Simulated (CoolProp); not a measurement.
Saturation properties of n-pentane (Tc = 469.7 K, pc = 33.68 bar, ω = 0.251).

Values from CoolProp's reference Helmholtz-energy equation of state, Thol 2019.

```
T (K)  p (bar)  liquid density (kg/m³)  enthalpy of vaporisation (kJ/kg)  liquid viscosity (µPa s)  liquid conductivity (mW/(m K))
-----  -------  ----------------------  --------------------------------  ------------------------  ------------------------------
241.4  0.04592                   675.1                             407.0                       318                             134
256     0.1053                   661.7                             396.9                       275                             128
270.5   0.2165                   648.1                             386.8                       238                             122
285     0.4087                   634.1                             376.3                       205                             117
299.5   0.7185                   619.8                             365.4                       177                             111
314.1    1.194                   604.9                             353.7                       153                             106
328.6    1.879                   589.5                             341.4                       133                             101
343.1    2.832                   573.5                             328.1                       115                            96.5
357.7    4.124                   556.4                             313.5                      99.1                            92.0
372.2    5.805                   538.3                             297.6                      85.3                            87.8
386.7    7.951                   518.9                             279.9                      73.1                            84.1
401.2    10.64                   497.5                             260.0                      62.0                            80.7
```

It boils at 309.2 K under 1 atm.

Viscosity comes from a separate model (Quiñones-Cisneros 2006), older than the equation that it now runs on, and unchecked against measurements. Thermal conductivity comes from a separate model (Vassiliou 2015).
